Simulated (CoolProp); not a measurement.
1000 sccm (0 °C, 1 atm) of nitrogen bubbles through liquid n-octane at 275.1 K and leaves saturated at a total pressure of 0.00949 MPa (ideal gas phase). Each further row changes one setting.

The numbers come from the reference Helmholtz-energy equation of state, Beckmüller 2019 in CoolProp.

```json
[
 {"case": "as stated", "vapour pressure (kPa)": "0.447", "mole fraction of vapour": "[?]", "delivery (mg/min)": "252", "delivery (sccm)": "[?]", "change of delivery for a bath 1 K warmer (%)": "7.4"},
 {"case": "bath temperature 280.1 K", "vapour pressure (kPa)": "0.625", "mole fraction of vapour": "0.0659", "delivery (mg/min)": "359", "delivery (sccm)": "70.5", "change of delivery for a bath 1 K warmer (%)": "7.3"},
 {"case": "total pressure 0.019 MPa", "vapour pressure (kPa)": "0.447", "mole fraction of vapour": "[?]", "delivery (mg/min)": "123", "delivery (sccm)": "[?]", "change of delivery for a bath 1 K warmer (%)": "7.2"}
]
```

Fill in the missing entries.


- as stated, mole fraction of vapour: 0.0471
- as stated, delivery (sccm): 49.5
- total pressure 0.019 MPa, mole fraction of vapour: 0.0235
- total pressure 0.019 MPa, delivery (sccm): 24.1
